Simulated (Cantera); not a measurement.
Calcination and drying: CaCO3 + C + H2O

Input: 1 mol CaCO3, a varied amount of C, 0.28 mol H2O, held at 825 K and 405 Torr.

Cantera equilibrium calculation (NASA polynomials, part measured and part estimated; ideal gas, pure solids and liquids). Candidate condensed phases: C, C6H6, C7H8, C8H18, Ca, CaCO3, CaO, Ca(OH)2, H2O; 115 gas species. Rates play no part.

From 0.037 mol C to 0.11 mol C the condensed part is CaCO3(calcite). From 0.15 mol C to 1.1 mol C the condensed part is C(graphite) + CaCO3(calcite).

```
n(C) (mol)  log p H2O  log p H2  log p CO2  log p CO  log p CH4  log p C2H6  n CaCO3(calcite)  n C(graphite)
----------  ---------  --------  ---------  --------  ---------  ----------  ----------------  -------------
0.037           -0.45     -0.92      -1.24     -2.27      -3.53      -10.70              1.00              0
0.049           -0.51     -0.83      -1.15     -2.03      -2.96       -9.64              1.00              0
0.065           -0.58     -0.76      -1.08     -1.80      -2.43       -8.66              1.00              0
0.086           -0.68     -0.71      -1.02     -1.60      -1.98       -7.82              1.00              0
0.11            -0.77     -0.69      -0.97     -1.44      -1.67       -7.20              1.00              0
0.15            -0.88     -0.69      -0.94     -1.30      -1.42       -6.71              1.00         0.0114
0.2             -0.88     -0.69      -0.94     -1.30      -1.42       -6.71              1.00         0.0614
0.27            -0.88     -0.69      -0.94     -1.30      -1.42       -6.71              1.00          0.131
0.36            -0.88     -0.69      -0.94     -1.30      -1.42       -6.71              1.00          0.221
0.47            -0.88     -0.69      -0.94     -1.30      -1.42       -6.71              1.00          0.331
0.63            -0.88     -0.69      -0.94     -1.30      -1.42       -6.71              1.00          0.491
0.83            -0.88     -0.69      -0.94     -1.30      -1.42       -6.71              1.00          0.691
1.1             -0.88     -0.69      -0.94     -1.30      -1.42       -6.71              1.00          0.961
```
log p: log10 of the partial pressure in bar; n: condensed amount in mol.
